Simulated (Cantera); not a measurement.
# Equilibrium for carbothermic reduction: Ta2O5 + CO + H2

Input: 1 mol Ta2O5, a varied amount of CO, 0.1 mol H2, equilibrated at 2623 K and 1 atm.

Equilibrium computed with Cantera from the NASA thermochemical tables; the gas is ideal and each condensed phase is pure. Candidate condensed phases: C, C6H6, C7H8, C8H18, H2O, Ta, TaC, Ta2O5; 113 gas species. Mutual solubility and eutectic melting of coexisting phases are not modelled. TaC: taken at fixed stoichiometry. Condensed phases not in the tables: Ta2C. Kinetics and transport are ignored.

```csv
n(CO) (mol),x CO,x H2,x H,x TaO2,x CO2,n TaC(s),n Ta2O5(l)
1.8,0.939,0.0472,0.00909,0.00183,0.00149,0.000197,0.998
2.4,0.952,0.0354,0.00788,0.00183,0.00151,0,0.997
3.1,0.962,0.0273,0.00692,0.00183,0.00153,0,0.996
3.8,0.968,0.0222,0.00623,0.00182,0.00154,0,0.995
4.5,0.972,0.0186,0.00570,0.00182,0.00155,0,0.995
5.1,0.974,0.0163,0.00534,0.00182,0.00156,0,0.994
5.8,0.977,0.0142,0.00499,0.00182,0.00156,0,0.993
6.5,0.979,0.0126,0.00470,0.00182,0.00157,0,0.992
7.2,0.980,0.0113,0.00445,0.00182,0.00157,0,0.992
7.8,0.981,0.0104,0.00426,0.00182,0.00157,0,0.991
```
x: gas mole fraction; n: condensed amount in mol.

At 1.8 mol CO the condensed part is TaC(s) + Ta2O5(l). From 2.4 mol CO to 7.8 mol CO the condensed part is Ta2O5(l). The main Ta-bearing gas is TaO2 throughout.
